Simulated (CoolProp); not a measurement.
Properties of ammonia at several states.

Values from CoolProp's reference Helmholtz-energy equation of state, Gao 2020.

| T (K) | p (kPa) | phase | cv (kJ/(kg K)) | Joule-Thomson coefficient (K/MPa) | isothermal compressibility (1/MPa) |
|---|---|---|---|---|---|
| 323 | 12100 | liquid | … | … | … |
| 222.6 | 30.1 | gas | 1.580 | … | 33.61 |
| 537.9 | 2450 | gas | 2.090 | 4.499 | … |

What belongs in the gaps?


- 323, cv (kJ/(kg K)): 2.749
- 323, Joule-Thomson coefficient (K/MPa): -0.04111
- 323, isothermal compressibility (1/MPa): 0.001999
- 222.6, Joule-Thomson coefficient (K/MPa): 97.50
- 537.9, isothermal compressibility (1/MPa): 0.4201
